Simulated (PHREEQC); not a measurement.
Solution (20 °C): 0.086 mol/kgw MgBr2. Closed to the air; pH follows from the charge balance.

Computed with PHREEQC (ion-association model, phreeqc.dat).

```
Item                         Result
--------------------  -------------
ionic strength        0.258 mol/kgw
specific conductance    13700 µS/cm
density                 1.012 g/cm³
```

| species | molality | activity | log γ |
|---|---|---|---|
| Br- | 0.172 | 0.116 | -0.171 |
| Mg+2 | 0.0860 | 0.0282 | -0.485 |
| H+ | 3.48e-7 | 2.74e-7 | -0.103 |
| MgOH+ | 3.12e-7 | 2.34e-7 | -0.123 |
| OH- | 3.61e-8 | 2.49e-8 | -0.162 |

Precipitation was switched off in this run. Complexes and solids missing from the database can't appear.
